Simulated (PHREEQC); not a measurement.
Make-up at 70 °C: 0.2 mol/kgw CdSO4. Closed to the air; pH follows from the charge balance.

Equilibrium calculation in PHREEQC: ion-association model, phreeqc.dat.

```json
[
 {"quantity": "pH", "before": "5.41", "after": "5.87"},
 {"quantity": "ionic strength (mol/kgw)", "before": "0.341", "after": "0.346"},
 {"quantity": "Cd+2 (mol/kgw)", "before": "0.0853", "after": "0.0866"},
 {"quantity": "CdSO4 (mol/kgw)", "before": "0.0815", "after": "0.0757"},
 {"quantity": "SO4-2 (mol/kgw)", "before": "0.0521", "after": "0.0489"},
 {"quantity": "Cd(SO4)2-2 (mol/kgw)", "before": "0.0332", "after": "0.0377"}
]
```

Task: Which change was made?
A) CdSO4 from 0.2 to 0.3 mol/kgw
B) CdSO4 from 0.2 to 0.04 mol/kgw
C) temperature from 70 to 20 °C

Result: C, temperature from 70 to 20 °C

This is a speciation only: nothing precipitates in the calculation. Away from 25 °C the constants follow the database's enthalpies or fits; those with neither stay at their 25 °C values.
